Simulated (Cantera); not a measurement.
Input: 1 mol Ta₂O₅, 6.5 mol H₂, at 1948.15 K and 1.33 mbar.

Equilibrium computed with Cantera from the NASA thermochemical tables; the gas is ideal and each condensed phase is pure. Candidate condensed phases: H₂O, Ta, Ta₂O₅; 12 gas species. Mutual solubility and eutectic melting of coexisting phases are not modelled. Condensed phases not in the tables: N, O or C dissolved in the metal. Equilibrium is a limit: real reactors are often held back by kinetics, nucleation or transport.

Base state: H₂ 0.968, H 0.0305, H₂O 0.00140, TaO₂ 0.000312, TaO 6.00e-5 (mole fractions); condensed: Ta(s) + Ta₂O₅(s).

Q: What changes in the equilibrium state with this change: pressure from 1.33 mbar to 2.60 mbar?

A: 
```csv
species,before,after
H₂,0.968,0.976
H,0.0305,0.0219
H₂O,0.00140,0.00142
TaO₂,0.000312,0.000160
TaO,6.00e-5,3.08e-5
"Ta(s), mol",0.00307,0.00340
"Ta₂O₅(s), mol",0.997,0.998
```
